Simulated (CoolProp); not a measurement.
Vapour-liquid equilibrium of ethane (1) + CHF3 (R23) (2) at -28.45 °C; x and y are mole fractions of (1).

Model: multi-fluid Helmholtz-energy mixture model, Bücker 2006 and Penoncello 2003; pair parameters Bell 2016, in CoolProp.

Question: Give the bubble pressure and the first vapour's composition at x = 0.2, 0.5, 0.8. Is there an azeotrope?

Answer: x = 0.2: 1.546 MPa, y = 0.364; x = 0.5: 1.674 MPa, y = 0.503; x = 0.8: 1.546 MPa, y = 0.656. y crosses x between x = 0.5 and 0.65: the model has an azeotrope there.

Pair parameters are fitted to limited data, so mixtures are less certain than the pure fluids. With so large a gap from Raoult's law the liquid may split in two, which this calculation doesn't test in full.
